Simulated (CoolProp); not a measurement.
Vapour-liquid equilibrium of R113 (1) + n-heptane (2) at 1100 kPa; x and y are mole fractions of (1).

The numbers come from the multi-fluid Helmholtz-energy mixture model, Marx 1992 and Span 2003; pair parameters Bell 2016 in CoolProp.

Give the bubble temperature and the first vapour's composition at x = 0.275, 0.8, 0.95. Is there an azeotrope?

x = 0.275: 182.0 °C, y = 0.466; x = 0.8: 152.2 °C, y = 0.896; x = 0.95: 146.2 °C, y = 0.975. No azeotrope shows between x = 0.05 and 0.95.

Pair parameters are fitted to limited data, so mixtures are less certain than the pure fluids.
